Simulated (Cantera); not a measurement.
Charge: 1 mol Si, a varied amount of F2, 26 mol H2, held at 1.80 Pa.

Equilibrium computed with Cantera from the NASA thermochemical tables; the gas is ideal and each condensed phase is pure. Candidate condensed phases: Si; 25 gas species. The tables' values for SiF2, SiF3 are old estimates. Equilibrium is a limit: real reactors are often held back by kinetics, nucleation or transport.

Problem. What condenses at these points (T in K, n(F2) in mol): (1323, 0.87); (1123, 2.2); (1423, 3.5); (1173, 1.7); (1273, 2.8)?

Solution. 
| T (K) | n(F2) in mol | condensed phases | Si condensed (%) |
|---|---|---|---|
| 1323 | 0.87 | Si | 43.4 |
| 1123 | 2.2 | gas only | 0.0 |
| 1423 | 3.5 | gas only | 0.0 |
| 1173 | 1.7 | Si | 9.8 |
| 1273 | 2.8 | gas only | 0.0 |
